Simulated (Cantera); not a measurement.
A Cantera script and what it prints.

```python
import numpy as np
import cantera as ct

gas_names = [...]  # 139 gases of nasa_gas.yaml made of C, H, N, O, Ti
cond_names = """
    C(gr) C6H6(L) C7H8(L) C8H18(L),n-octa H2O(s) H2O(L) Ti(a) Ti(b) Ti(L) TiC(s) TiC(L) TiN(s) TiN(L)
    TiO(a) TiO(b) TiO(L) TiO2(ru) TiO2(L) Ti2O3(a) Ti2O3(b) Ti2O3(L) Ti3O5(a) Ti3O5(b) Ti3O5(L) Ti4O7(s)
    Ti4O7(L)
""".split()


# ... load() reads the species with a 1 bar reference pressure and builds the phases ...
atoms = {
    'Ti(OiPr)4': {'Ti': 1, 'C': 12, 'H': 28, 'O': 4},
    'H2O': {'H': 2, 'O': 1},
    'N2': {'N': 2},
}
top_T = {'C(gr)': 4500}  # K; cautious upper limits of use, not melting points


# ... equilibrate(T, P, feed) seeds the gas with the atoms and calls Mixture.equilibrate('TP', solver="vcs", rtol=1e-11, max_steps=5000) ...
results = []
feed = {'Ti(OiPr)4': 1, 'H2O': 3.7, 'N2': 1.3}  # mol
P = 3700  # Pa
for T in [1523, 1623, 1723, 1823, 1923, 2023, 2123]:
    mix = equilibrate(T, P, feed)
    results.append((T, P, feed, dict(zip(mix.species_names, mix.species_moles))))

top = {s: max(r[3][s] / sum(r[3][g] for g in gas_names) for r in results) for s in gas_names}
cols = sorted((s for s in top if top[s] > 0.0001), key=lambda s: -top[s])[:9]
seen = [c for c in cond_names if any(r[3].get(c, 0) > 1e-12 for r in results)]
print("log10 of partial pressures in bar; condensed amounts in mol")
print(f"{'T/K':>10s}" + "".join(f"{s[:9]:>10s}" for s in cols + seen))
for T, P, feed, n in results:
    ng = sum(n[g] for g in gas_names)
    print(f"{T:10.4g}" + "".join(f"{np.log10(max(n[s] / ng * P / 1e5, 1e-99)):10.3f}" for s in cols)
          + "".join(f"{n.get(c, 0):10.4g}" for c in seen))
```

It prints:

```
log10 of partial pressures in bar; condensed amounts in mol
       T/K        H2        CO        N2         H       HCN C2H2,acet       HNC     C(gr)    TiC(s)
      1523    -1.611    -1.972    -2.745    -5.441    -5.084    -6.538    -6.825     3.293         1
      1623    -1.611    -1.972    -2.746    -4.966    -4.807    -6.068    -6.419     3.287         1
      1723    -1.611    -1.972    -2.748    -4.545    -4.562    -5.654    -6.061     3.276         1
      1823    -1.612    -1.972    -2.750    -4.169    -4.345    -5.287    -5.744     3.258         1
      1923    -1.613    -1.973    -2.754    -3.833    -4.152    -4.959    -5.461      3.23         1
      2023    -1.616    -1.974    -2.760    -3.529    -3.980    -4.665    -5.208     3.188         1
      2123    -1.621    -1.975    -2.767    -3.256    -3.828    -4.402    -4.982     3.126         1
```

Method: chemical equilibrium by Gibbs-energy minimisation in Cantera with the NASA 1993 tables (ideal gas, pure condensed phases). The feed counts by its element totals alone. TiC: taken at fixed stoichiometry.
